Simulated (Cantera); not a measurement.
Input: 1 mol Si, 2.1 mol Cl2, 2.6 mol H2, at 1000 K and 6.20 bar.

Cantera equilibrium calculation (NASA polynomials, part measured and part estimated; ideal gas, pure solids and liquids). Candidate condensed phases: Si; 19 gas species. The tables' values for SiCl3 are old estimates; treat these amounts as uncertain. The numbers say what is thermodynamically allowed, not how fast it happens.

Task: What is the equilibrium state?

Result: 
```
Item                                 Result
--------------------------------  ---------
x(H2)                                 0.659
x(SiCl4)                              0.253
x(HCl)                               0.0710
x(SiHCl3)                            0.0166
x(SiCl3)                           0.000143
x(SiH2Cl2)                         0.000117
x(SiCl2)                            1.94e-6
gas amount                        3.700 mol
log10 activity of Si(s) (absent)      -3.83
```
